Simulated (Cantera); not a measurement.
Input: 1 mol SiH4, 0.0099 mol C3H8, 2.2 mol H2, at 428 Torr.

Cantera equilibrium calculation (NASA polynomials, part measured and part estimated; ideal gas, pure solids and liquids). Candidate condensed phases: C, C6H6, C7H8, C8H18, Si, SiC; 87 gas species. Mutual solubility and eutectic melting of coexisting phases are not modelled. Gases not in the tables: Si2H6 and higher silanes. Rates play no part.

Question: At 2325 K, list the 6 most abundant gas species with their mole fractions, and the condensed phases.

Answer: H2 0.982, H 0.0144, Si 0.00203, SiH 0.000535, SiH2 0.000509, Si2C 0.000179. Condensed: Si(l) + SiC(s).
